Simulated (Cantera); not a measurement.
**Thermodynamics of nitride etching, feed BN + HF**

A closed system holds: 1 mol BN, a varied amount of HF, equilibrated at 827 °C and 0.0133 bar.

These are equilibrium values from Cantera (NASA tables, ideal gas, pure condensed phases), not measurements of a reactor. Candidate condensed phases: B, BN; 31 gas species. Equilibrium is a limit: real reactors are often held back by kinetics, nucleation or transport.

From 1.1 mol HF to 2.6 mol HF the condensed part is BN(s). From 3.3 mol HF to 6.2 mol HF nothing is condensed. The main B-bearing gas is BF₃ throughout.

| n(HF) (mol) | x HF | x H₂ | x BF₃ | x N₂ | x BHF₂ | x BF₂ | x NH₃ | n BN(s) |
|---|---|---|---|---|---|---|---|---|
| 1.1 | 0.0195 | 0.490 | 0.327 | 0.163 | 0.000176 | 2.08e-6 | 5.88e-7 | 0.640 |
| 1.4 | 0.0195 | 0.490 | 0.327 | 0.163 | 0.000176 | 2.08e-6 | 5.88e-7 | 0.542 |
| 1.7 | 0.0195 | 0.490 | 0.327 | 0.163 | 0.000176 | 2.08e-6 | 5.88e-7 | 0.444 |
| 2.1 | 0.0195 | 0.490 | 0.327 | 0.163 | 0.000176 | 2.08e-6 | 5.88e-7 | 0.314 |
| 2.6 | 0.0195 | 0.490 | 0.327 | 0.163 | 0.000176 | 2.08e-6 | 5.88e-7 | 0.150 |
| 3.3 | 0.0909 | 0.455 | 0.303 | 0.152 | 3.24e-5 | 3.97e-7 | 5.05e-7 | 0 |
| 4 | 0.250 | 0.375 | 0.250 | 0.125 | 8.02e-6 | 1.08e-7 | 3.44e-7 | 0 |
| 5 | 0.400 | 0.300 | 0.200 | 0.1000 | 3.21e-6 | 4.84e-8 | 2.20e-7 | 0 |
| 6.2 | 0.516 | 0.242 | 0.161 | 0.0806 | 1.62e-6 | 2.72e-8 | 1.43e-7 | 0 |
x: gas mole fraction; n: condensed amount in mol.
